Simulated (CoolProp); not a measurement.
Computed with CoolProp (reference Helmholtz-energy equation of state, Leachman 2009).

**Question.** For normal hydrogen, give the phase and the Z, cp (kJ/(kg K)), expansivity (1/kK), Prandtl number at 21.5 K and 0.0421 MPa; 21.5 K and 1.54 MPa.

**Answer.** 
- 21.5 K and 0.0421 MPa: gas; Z 0.968, cp 10.8, expansivity 50.4, Prandtl number 0.669
- 21.5 K and 1.54 MPa: liquid; Z 0.243, cp 9.73, expansivity 15.3, Prandtl number 1.25

Viscosity comes from a separate model (Muzny 2013). Thermal conductivity comes from a separate model (Assael 2011).
